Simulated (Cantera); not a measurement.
## Stirred combustor or abatement burner

A perfectly stirred reactor is fed with 21.9 % H2, 16.4 % O2, 61.7 % N2, equivalence ratio 0.67, at 1.00 bar; it is adiabatic with a 798 K inlet, and is followed from long to short residence time, starting on the burning branch (τ in s: 0.45, 0.21, 0.1, 0.047, 0.022, 0.011, 0.005, 0.0024, 0.0011, 0.00053, 0.00025, 0.00012, 5.6e-05).

Cantera simulation using the H2/O2 subset of GRI-Mech 3.0, which has no nitrogen chemistry; the numbers are that mechanism's predictions, not measurements.

| τ (s) | T (K) | x H2 | x O2 | x O | x H | x HO2 | x OH | x H2O2 |
|---|---|---|---|---|---|---|---|---|
| 0.45 | 2329 | 0.00245 | 0.0587 | 0.00145 | 0.000567 | 5.28e-6 | 0.00923 | 2.74e-7 |
| 0.21 | 2329 | 0.00248 | 0.0587 | 0.00146 | 0.000576 | 5.27e-6 | 0.00927 | 2.73e-7 |
| 0.10 | 2328 | 0.00253 | 0.0587 | 0.00149 | 0.000595 | 5.27e-6 | 0.00935 | 2.72e-7 |
| 0.047 | 2326 | 0.00265 | 0.0587 | 0.00156 | 0.000635 | 5.27e-6 | 0.00952 | 2.69e-7 |
| 0.022 | 2321 | 0.00289 | 0.0586 | 0.00169 | 0.000724 | 5.27e-6 | 0.00988 | 2.63e-7 |
| 0.011 | 2313 | 0.00334 | 0.0586 | 0.00194 | 0.000900 | 5.30e-6 | 0.0105 | 2.55e-7 |
| 0.0050 | 2294 | 0.00435 | 0.0585 | 0.00252 | 0.00135 | 5.50e-6 | 0.0117 | 2.49e-7 |
| 0.0024 | 2262 | 0.00605 | 0.0585 | 0.00352 | 0.00227 | 6.14e-6 | 0.0134 | 2.56e-7 |
| 0.0011 | 2207 | 0.00888 | 0.0588 | 0.00526 | 0.00425 | 7.83e-6 | 0.0154 | 2.93e-7 |
| 0.00053 | 2132 | 0.0124 | 0.0595 | 0.00758 | 0.00760 | 1.09e-5 | 0.0170 | 3.66e-7 |
| 0.00025 | 2030 | 0.0167 | 0.0609 | 0.0105 | 0.0131 | 1.58e-5 | 0.0178 | 5.05e-7 |
| 0.00012 | 1910 | 0.0211 | 0.0630 | 0.0136 | 0.0207 | 2.23e-5 | 0.0174 | 7.69e-7 |
| 5.6e-5 | 1767 | 0.0260 | 0.0663 | 0.0164 | 0.0306 | 3.08e-5 | 0.0156 | 1.35e-6 |
x: mole fraction; the columns are a selection and need not sum to one.
